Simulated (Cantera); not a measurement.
A closed system holds: 1 mol PbO, 1.4 mol O₂, 0.41 mol H₂, equilibrated at 0.490 bar.

Equilibrium computed with Cantera from the NASA thermochemical tables; the gas is ideal and each condensed phase is pure. Candidate condensed phases: H₂O, Pb, PbO, PbO₂, Pb₃O₄; 12 gas species. Gases not in the tables: (PbO)n polymers. Rates play no part.

**Question.** Which condensed phases are stable at each of these points (T (°C)): 650, 700, 750, 800, 850, 900, 950, 1000, 1050, 1100, 1150, 1200, 1250?

**Answer.** 
```
T (°C)  condensed phases  Pb condensed (%)
------  ----------------  ----------------
650          PbO(yellow)             100.0
700          PbO(yellow)             100.0
750          PbO(yellow)             100.0
800          PbO(yellow)             100.0
850          PbO(yellow)             100.0
900               PbO(l)             100.0
950               PbO(l)             100.0
1000              PbO(l)              99.9
1050              PbO(l)              99.8
1100              PbO(l)              99.5
1150              PbO(l)              99.0
1200              PbO(l)              97.9
1250              PbO(l)              96.0
```

From 650 °C to 850 °C the condensed part is PbO(yellow). From 900 °C to 1250 °C the condensed part is PbO(l).
